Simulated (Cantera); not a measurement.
Charge: 1 mol Fe, 0.95 mol H2S, 8.6 mol CO, equilibrated at 1127 °C and 0.000520 bar.

Equilibrium computed with Cantera from the NASA thermochemical tables; the gas is ideal and each condensed phase is pure. Candidate condensed phases: C, C6H6, C7H8, C8H18, Fe, Fe(CO)5, FeO, Fe(OH)2, Fe(OH)3, FeS, FeSO4, FeS2, Fe2O3, Fe2(SO4)3, Fe3O4, H2O, H2SO4, S; 127 gas species. Metal and sulfide melt together well below either melting point, which pure phases cannot show. Mutual solubility and eutectic melting of coexisting phases are not modelled. FeS: taken at fixed stoichiometry. The numbers say what is thermodynamically allowed, not how fast it happens.

Base state: CO 0.894, H2 0.0976, S2 0.00621, H2S 0.00107, COS 0.000321, SH 0.000261, CS2 0.000170, CO2 0.000144 (mole fractions); condensed: Fe(γ) + FeS(s).

**Question.** What changes in the equilibrium state with this change: pressure from 0.000520 bar to 0.00133 bar?

**Answer.** 
| species | before | after |
|---|---|---|
| CO | 0.894 | 0.898 |
| H2 | 0.0976 | 0.0980 |
| S2 | 0.00621 | 0.00242 |
| Fe | 2.95e-5 | 1.15e-5 |
| S | 4.06e-5 | 1.58e-5 |
| H | 6.66e-5 | 4.17e-5 |
| SH | 0.000261 | 0.000163 |
| H2O | 3.40e-5 | 3.42e-5 |
| H2S | 0.00107 | 0.00108 |
| Fe(γ), mol | 0.189 | 0.115 |
| FeS(s), mol | 0.811 | 0.885 |
